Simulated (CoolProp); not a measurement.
Tetrahydrofuran along the isotherm 78.75 °C: fugacity coefficient from the reference equation and from simpler models built on Tc = 267.0 °C, pc = 5.304 MPa, ω = 0.234; each cubic takes its own stable root.

The numbers come from the reference Helmholtz-energy equation of state, Fiedler 2023 in CoolProp.

| p (MPa) | phase | reference | Redlich-Kwong | Peng-Robinson |
|---|---|---|---|---|
| 1.11 | liquid | 0.1348 | … | … |
| 2.21 | liquid | 0.06997 | 0.1123 | 0.06938 |
| 3.32 | liquid | 0.04815 | 0.07755 | 0.04766 |
| 4.42 | liquid | 0.03737 | 0.06040 | 0.03694 |
| 5.53 | liquid | 0.03088 | 0.05007 | 0.03046 |
| 6.63 | liquid | 0.02661 | 0.04329 | 0.02621 |
| 7.74 | liquid | 0.02356 | 0.03845 | … |
| 8.84 | liquid | 0.02131 | 0.03489 | 0.02092 |
| 9.95 | liquid | 0.01957 | 0.03214 | 0.01917 |
| 11.1 | liquid | 0.01815 | 0.02990 | 0.01775 |
| 12.2 | liquid | 0.01706 | 0.02819 | 0.01665 |
| 13.3 | liquid | … | 0.02679 | 0.01575 |

Question: What belongs in the gaps?

Answer: 
- 1.11, Redlich-Kwong: 0.2156
- 1.11, Peng-Robinson: 0.1339
- 7.74, Peng-Robinson: 0.02317
- 13.3, reference: 0.01616
